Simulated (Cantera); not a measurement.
Charge: 1 mol SiH4, 0.19 mol N2O, 6.7 mol N2, equilibrated at 13.0 Pa.

Cantera equilibrium calculation (NASA polynomials, part measured and part estimated; ideal gas, pure solids and liquids). Candidate condensed phases: H2O, Si, SiO2, Si2N2O, Si3N4; 35 gas species. Mutual solubility and eutectic melting of coexisting phases are not modelled. Kinetics and transport are ignored.

Problem. What share of the Si ends up in condensed phases as a function of T (°C), at 327, 477, 627, 777, 927, 1077, 1227, 1377, 1527, 1677, 1827?

Solution. 
```json
[
 {"T (°C)": "327", "Si condensed (%)": "100.0", "as": "Si2N2O(s) + Si3N4(s)"},
 {"T (°C)": "477", "Si condensed (%)": "100.0", "as": "Si2N2O(s) + Si3N4(s)"},
 {"T (°C)": "627", "Si condensed (%)": "100.0", "as": "Si2N2O(s) + Si3N4(s)"},
 {"T (°C)": "777", "Si condensed (%)": "100.0", "as": "Si2N2O(s) + Si3N4(s)"},
 {"T (°C)": "927", "Si condensed (%)": "100.0", "as": "Si2N2O(s) + Si3N4(s)"},
 {"T (°C)": "1077", "Si condensed (%)": "100.0", "as": "Si2N2O(s) + Si3N4(s)"},
 {"T (°C)": "1227", "Si condensed (%)": "95.6", "as": "Si2N2O(s) + Si3N4(s)"},
 {"T (°C)": "1377", "Si condensed (%)": "79.0", "as": "Si(s)"},
 {"T (°C)": "1527", "Si condensed (%)": "57.2", "as": "Si(l)"},
 {"T (°C)": "1677", "Si condensed (%)": "0.0", "as": "-"},
 {"T (°C)": "1827", "Si condensed (%)": "0.0", "as": "-"}
]
```
